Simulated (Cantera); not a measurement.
A freely propagating, adiabatic, planar premixed flame of H2 : O2 : N2 = 1 : 0.385 : 1.45 (molar parts), equivalence ratio 1.3, unburnt at 575 K and 23000 Pa; mixture-averaged transport, grid criteria slope 0.08 and curve 0.16, no radiation.

Cantera simulation using the H2/O2 subset of GRI-Mech 3.0, which has no nitrogen chemistry; the numbers are that mechanism's predictions, not measurements. Burning velocities carry a grid error of a few per cent, more on coarse grids.

```tsv
quantity	before	after
laminar burning velocity	665 cm/s	700 cm/s
thermal thickness	3.06 mm	2.97 mm
peak x(O)	0.0111	0.00700
peak x(H2O2)	2.27e-6	1.80e-6
peak x(H)	0.106	0.123
peak x(OH)	0.0152	0.00881
```

Question: Which change was made?
(A) O2 0.385 to 0.5 parts
(B) inlet temperature 575 to 723 K
(C) H2 1 to 1.3 parts
(D) N2 1.45 to 1.8 parts

Answer: C, H2 1 to 1.3 parts
